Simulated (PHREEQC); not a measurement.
Solution (25 °C): 5.4 mmol/kgw CuCl2, 0.2 mmol/kgw HBF4 and 0.031 mmol/kgw Na2SO4. Closed to the air; pH follows from the charge balance.

Computed with PHREEQC (ion-association model, wateq4f.dat).

Each row changes one thing in this solution. No solid was allowed to form.

```json
[
 {"case": "as made", "pH": "3.34", "ionic strength (mol/kgw)": "0.0165", "F- (mol/kgw)": "0.000480", "HF (mol/kgw)": "0.000287", "SO4-2 (mol/kgw)": "2.16e-5", "BF2(OH)2- (mol/kgw)": "7.91e-7", "SI of Mirabilite (Na2SO4:10H2O)": "-12.29"},
 {"case": "HBF4 from 0.0002 to 0.00018 mol/kgw", "pH": "3.37", "ionic strength (mol/kgw)": "0.0165", "F- (mol/kgw)": "0.000445", "HF (mol/kgw)": "0.000246", "SO4-2 (mol/kgw)": "2.17e-5", "BF2(OH)2- (mol/kgw)": "5.65e-7", "SI of Mirabilite (Na2SO4:10H2O)": "-12.29"},
 {"case": "temperature from 25 to 90 °C", "pH": "3.52", "ionic strength (mol/kgw)": "0.0146", "F- (mol/kgw)": "…", "HF (mol/kgw)": "0.000457", "SO4-2 (mol/kgw)": "1.99e-5", "BF2(OH)2- (mol/kgw)": "…", "SI of Mirabilite (Na2SO4:10H2O)": "-14.85"},
 {"case": "CuCl2 left out", "pH": "3.33", "ionic strength (mol/kgw)": "0.000567", "F- (mol/kgw)": "0.000475", "HF (mol/kgw)": "0.000321", "SO4-2 (mol/kgw)": "2.98e-5", "BF2(OH)2- (mol/kgw)": "8.60e-7", "SI of Mirabilite (Na2SO4:10H2O)": "-11.90"},
 {"case": "diluted 10-fold with water", "pH": "4.16", "ionic strength (mol/kgw)": "0.00170", "F- (mol/kgw)": "7.22e-5", "HF (mol/kgw)": "7.21e-6", "SO4-2 (mol/kgw)": "2.86e-6", "BF2(OH)2- (mol/kgw)": "2.97e-10", "SI of Mirabilite (Na2SO4:10H2O)": "-14.96"},
 {"case": "Na2SO4 from 3.1e-05 to 6.2e-05 mol/kgw", "pH": "3.34", "ionic strength (mol/kgw)": "0.0166", "F- (mol/kgw)": "0.000480", "HF (mol/kgw)": "0.000287", "SO4-2 (mol/kgw)": "4.33e-5", "BF2(OH)2- (mol/kgw)": "…", "SI of Mirabilite (Na2SO4:10H2O)": "-11.39"}
]
```

### Question
Fill in the missing entries.

### Answer

- temperature from 25 to 90 °C, F- (mol/kgw): 0.000316
- temperature from 25 to 90 °C, BF2(OH)2- (mol/kgw): 3.69e-7
- Na2SO4 from 3.1e-05 to 6.2e-05 mol/kgw, BF2(OH)2- (mol/kgw): 7.90e-7

At this temperature some constants are extrapolated from 25 °C, and those without enthalpy data are left unchanged. Real BF4- forms and hydrolyses slowly; the run takes it at equilibrium.
